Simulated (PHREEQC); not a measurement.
Dissolve 0.004 mol HF, 0.0029 mol CuSO4 and 0.022 mol MnSO4 per kg of water at 20 °C. Closed to the air; pH follows from the charge balance.

Equilibrium calculation in PHREEQC: ion-association model, wateq4f.dat.

Each row changes one thing in this solution. This is a speciation only: nothing precipitates in the calculation.

```csv
case,pH,ionic strength (mol/kgw),SO4-2 (mol/kgw),HF (mol/kgw),F- (mol/kgw),HSO4- (mol/kgw)
as made,2.99,0.0669,0.0159,0.00200,0.00184,0.000751
HF from 0.004 to 0.0004 mol/kgw,3.76,0.0658,0.0163,6.02e-5,0.000321,0.000133
CuSO4 replaced by FeSO4 at the same molality,3.00,0.0674,0.0160,0.00200,0.00185,?
temperature from 20 to 5 °C,2.93,0.0718,?,0.00188,0.00194,0.000691
MnSO4 left out,2.90,0.0109,0.00225,0.00237,0.00152,0.000183
temperature from 20 to 75 °C,3.32,0.0527,0.0123,0.00233,?,0.00108
```

**Question.** Some entries are withheld; supply them.

**Answer.** 
- CuSO4 replaced by FeSO4 at the same molality, HSO4- (mol/kgw): 0.000750
- temperature from 20 to 5 °C, SO4-2 (mol/kgw): 0.0171
- temperature from 20 to 75 °C, F- (mol/kgw): 0.00155

Species that the database lacks are ignored. Away from 25 °C the constants follow the database's enthalpies or fits; those with neither stay at their 25 °C values.
